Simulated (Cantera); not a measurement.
A Cantera script and its output.

```python
import numpy as np
import cantera as ct

gas = ct.Solution("SiF4_NH3_mec.yaml", "gas")
gas.TPX = 2000, 100000, {'NH3': 1, 'H2': 2.2}
reactor = ct.IdealGasConstPressureReactor(gas, energy="off", clone=False)
net = ct.ReactorNet([reactor])
net.rtol, net.atol = 1e-08, 1e-18
show = ['NH3', 'H2', 'NH2', 'N2', 'H', 'N2H2', 'N2H4']
times = np.geomspace(4e-06, 2, 12)

steps = ct.SolutionArray(gas, extra=["t"])
rows = []
print(f"{'t/s':>10s}{'T/K':>9s}{'P/Pa':>11s}" + "".join(f"{s:>11s}" for s in show))
for t in times:
    while net.time < t:
        t_next = net.step()
        steps.append(gas.state, t=t_next)
    rows.append([np.interp(t, steps.t, y) for y in (steps.T, steps.P, *steps(*show).X.T)])
    print(f"{t:10.3e}{rows[-1][0]:9.1f}{rows[-1][1]:11.4g}" + "".join(f"{x:11.3e}" for x in rows[-1][2:]))
rate = np.gradient(steps.T, steps.t)
print("integrator steps:", len(steps.t))
if steps.T.max() > steps.T[0] + 200:
    print(f"time of steepest temperature rise: {steps.t[rate.argmax()]:.4e} s")
gas.TPX = 2000, 100000, {'NH3': 1, 'H2': 2.2}
gas.equilibrate("TP")
print(f"equilibrium (TP): T = {gas.T:.1f} K  " + "  ".join(f"{s} {gas[s].X[0]:.3e}" for s in show))
```

It prints:

```
       t/s      T/K       P/Pa        NH3         H2        NH2         N2          H       N2H2       N2H4
 4.000e-06   2000.0      1e+05  3.125e-01  6.875e-01  1.528e-05  1.175e-11  1.163e-05  3.303e-10  1.037e-10
 1.319e-05   2000.0      1e+05  3.124e-01  6.875e-01  5.036e-05  4.065e-09  3.815e-05  4.888e-09  1.160e-09
 4.347e-05   2000.0      1e+05  3.123e-01  6.874e-01  1.634e-04  9.990e-07  1.237e-04  7.205e-08  1.232e-08
 1.433e-04   2000.0      1e+05  3.117e-01  6.874e-01  4.400e-04  7.422e-05  3.338e-04  8.189e-07  8.949e-08
 4.725e-04   2000.0      1e+05  3.093e-01  6.888e-01  5.534e-04  9.507e-04  4.241e-04  1.476e-06  1.416e-07
 1.558e-03   2000.0      1e+05  3.011e-01  6.939e-01  5.437e-04  4.083e-03  4.312e-04  1.427e-06  1.367e-07
 5.136e-03   2000.0      1e+05  2.759e-01  7.094e-01  5.125e-04  1.366e-02  4.533e-04  1.274e-06  1.214e-07
 1.693e-02   2000.0      1e+05  2.103e-01  7.500e-01  4.256e-04  3.870e-02  5.222e-04  8.980e-07  8.372e-08
 5.582e-02   2000.0      1e+05  9.691e-02  8.201e-01  2.480e-04  8.197e-02  7.216e-04  3.368e-07  2.841e-08
 1.840e-01   2000.0      1e+05  1.602e-02  8.699e-01  6.466e-05  1.128e-01  1.207e-03  3.014e-08  1.929e-09
 6.067e-01   2000.0      1e+05  1.892e-03  8.784e-01  9.486e-06  1.182e-01  1.514e-03  7.506e-10  4.148e-11
 2.000e+00   2000.0      1e+05  4.264e-04  8.792e-01  2.164e-06  1.188e-01  1.534e-03  3.967e-11  2.159e-12
integrator steps: 1051
equilibrium (TP): T = 2000.0 K  NH3 5.696e-06  H2 8.795e-01  NH2 2.893e-08  N2 1.190e-01  H 1.535e-03  N2H2 3.119e-13  N2H4 3.877e-16
```

Model: the gas-phase N/H chemistry of the illustrative SiF4/NH3 mechanism in the Surface Chemkin manual (1991), integrated in Cantera. Walls and surfaces, which speed up NH3 decomposition in real reactors, are not modelled.
